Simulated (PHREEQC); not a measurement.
PHREEQC input (Pitzer model, pitzer.dat):

```
SOLUTION 1
  temp 25
  units mol/kgw
  pH 7 charge
  Br 0.168
  Na 0.3
  S(6) 0.00029
  Ca 0.00029
  Mg 0.009
  Cl 0.26
  K 0.11
END
USE solution 1
INCREMENTAL_REACTIONS false
REACTION 1
  H2O -1
  0 9.886 18.011 24.689 30.178 34.689 38.397 41.444
  43.949 46.007 47.699 49.089 50.232 51.172 51.944 52.578
  53.1 moles
EQUILIBRIUM_PHASES 1
  Arcanite 0 0
  Bischofite 0 0
  Bloedite 0 0
  Brucite 0 0
  Carnallite 0 0
  Epsomite 0 0
  Glaserite 0 0
  Glauberite 0 0
  Gypsum 0 0
  Anhydrite 0 0
  Halite 0 0
  Hexahydrite 0 0
  Kainite 0 0
  Kieserite 0 0
  Leonite 0 0
  Mirabilite 0 0
  Misenite 0 0
  Polyhalite 0 0
  Portlandite 0 0
  Schoenite 0 0
  Sylvite 0 0
  Syngenite 0 0
  Thenardite 0 0
  MgCl2_4H2O 0 0
SELECTED_OUTPUT 1
  -reset false
  -pH true
  -pe true
  -ionic_strength true
  -water true
  -activities H2O
  -totals Br Ca Cl K Mg Na S
  -molalities H+ Na+ K+ Mg+2 Ca+2 Cl- SO4-2 Br- OH- HSO4-
    MgOH+
  -equilibrium_phases Arcanite Bischofite Bloedite Brucite Carnallite Epsomite Glaserite Glauberite Gypsum Anhydrite
    Halite Hexahydrite Kainite Kieserite Leonite Mirabilite Misenite Polyhalite Portlandite Schoenite
    Sylvite Syngenite Thenardite MgCl2_4H2O
PRINT
  -reset false
END
```

Selected output (columns that matter, 13 of 17 rows; water left (kg) added in front):

```
water left (kg)	pH	mu	Br	Ca	Cl	K	Mg	Na	S	m_H+	m_Na+	m_K+	la_H2O	Halite
1	6.8911	0.43816	0.168	0.00029	0.26	0.11	0.009	0.3	0.00029	1.5819e-07	0.3	0.11	-0.0060818	0
0.821894	6.8734	0.53311	0.20441	0.00035284	0.31634	0.13384	0.01095	0.36501	0.00035284	1.6173e-07	0.36501	0.13384	-0.0074092	0
0.555203	6.8264	0.78919	0.30259	0.00052233	0.4683	0.19813	0.01621	0.54034	0.00052233	1.6932e-07	0.54034	0.19813	-0.011041	0
0.456313	6.7947	0.96022	0.36817	0.00063553	0.56978	0.24106	0.019723	0.65744	0.00063553	1.7362e-07	0.65744	0.24106	-0.013515	0
0.375043	6.7554	1.1683	0.44795	0.00077324	0.69325	0.2933	0.023997	0.79991	0.00077324	1.786e-07	0.79991	0.2933	-0.016582	0
0.253345	6.643	1.7295	0.66313	0.0011447	1.0263	0.43419	0.035525	1.1842	0.0011447	1.929e-07	1.1842	0.43419	-0.025204	0
0.208215	6.5621	2.1044	0.80686	0.0013928	1.2487	0.5283	0.043225	1.4408	0.0013928	2.0436e-07	1.4408	0.5283	-0.031275	0
0.171138	6.4577	2.5603	0.98166	0.0016945	1.5192	0.64276	0.052589	1.753	0.0016945	2.2122e-07	1.753	0.64276	-0.039024	0
0.115613	6.1506	3.7899	1.4531	0.0025084	2.2489	0.95145	0.077846	2.5949	0.0025084	2.8556e-07	2.5949	0.95145	-0.06208	0
0.0950203	5.9336	4.6112	1.768	0.003052	2.7363	1.1576	0.094717	3.1572	0.003052	3.4541e-07	3.1572	1.1576	-0.07934	0
0.0780853	5.6645	5.6113	2.1515	0.0037139	3.3297	1.4087	0.11526	3.842	0.0037139	4.3841e-07	3.842	1.4087	-0.10246	0
0.0527548	4.9972	8.085	3.1845	0.0054971	4.7078	2.0851	0.1706	5.4661	0.0054971	7.9767e-07	5.4661	2.0851	-0.16956	0.011639
0.0433504	4.859	8.5287	3.8754	0.0066897	4.419	2.5375	0.20761	5.3417	0.0066897	9.8743e-07	5.3417	2.5375	-0.1807	0.068436
```
